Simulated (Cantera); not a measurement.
A freely propagating, adiabatic, planar premixed flame of 4.52 % C2H6, 17.6 % O2, 66.0 % N2, 11.8 % CO2, 0.109 % H2, equivalence ratio 0.90, unburnt at 498 K and 1.97 atm; mixture-averaged transport, grid criteria slope 0.08 and curve 0.16, no radiation.

Computed with Cantera and GRI-Mech 3.0 (53 species, 325 reactions). Burning velocities carry a grid error of a few per cent, more on coarse grids.

Predict: laminar burning velocity; thermal thickness; peak x(C2H4); peak x(H2O2); peak x(CH4).


```json
{
  "laminar_burning_velocity": "39.7 cm/s",
  "thermal_thickness": "0.297 mm",
  "peak x(C2H4)": "0.00481",
  "peak x(H2O2)": "0.000208",
  "peak x(CH4)": "0.00149"
}
```
